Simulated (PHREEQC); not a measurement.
Make-up at 39 °C: 170 mmol/kgw (CH3)4NF. Closed to the air; pH follows from the charge balance.

All values are PHREEQC results (ion-association model, phreeqc.dat), not measurements.

No solid was allowed to form.

### Question
What pH, activity of water does the model give?

### Answer
pH 8.00; activity of water 0.994.

Species that the database lacks are ignored. (CH3)4N+ isn't in the database: it is added as a free cation with an ion size of 4 Å. Constants without temperature data keep their 25 °C values here.
